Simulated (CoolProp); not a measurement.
A Linde-Hampson liquefier for ethane: isothermal reversible compression at 320 K from 1 atm to 20 MPa, throttling to 1 atm, return gas leaving the recuperator 10 K below the feed. Each further row changes one setting.

Values from CoolProp's reference Helmholtz-energy equation of state, Bücker 2006.

| case | liquid yield per pass | compression work (kJ/kg of gas) |
|---|---|---|
| as stated | 0.451 | 366 |
| high pressure 40 MPa | 0.446 | 414 |
| warm-end temperature 350 K | 0.364 | 429 |
| warm-end gap 15 K | 0.444 | 366 |
